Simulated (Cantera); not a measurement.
A closed system holds: 1 mol BN, 0.24 mol H2, held at 2473.15 K and 0.133 bar.

Equilibrium computed with Cantera from the NASA thermochemical tables; the gas is ideal and each condensed phase is pure. Mutual solubility and eutectic melting of coexisting phases are not modelled. The tables' values for BH2 are old estimates; treat these amounts as uncertain. Gases not in the tables: B2H6 and higher boranes. Rates play no part.

```
species       before     after
----------  --------  --------
N2             0.342     0.646
H2             0.608     0.268
H             0.0476    0.0805
B           0.000501   0.00383
BN           4.30e-5  0.000315
BH           7.99e-5  0.000245
BH3          1.44e-5   4.81e-6
BH2          0.00222   0.00171
B(l), mol      0.258     0.995
BN(s), mol     0.741         0
```
Gas species are given as mole fractions.

Problem. Name the change that produced these shifts.
(A) temperature from 2473.15 K to 2950 K
(B) temperature from 2473.15 K to 2900 K
(C) temperature from 2473.15 K to 2348 K
(D) temperature from 2473.15 K to 2700 K

Solution. D, temperature from 2473.15 K to 2700 K
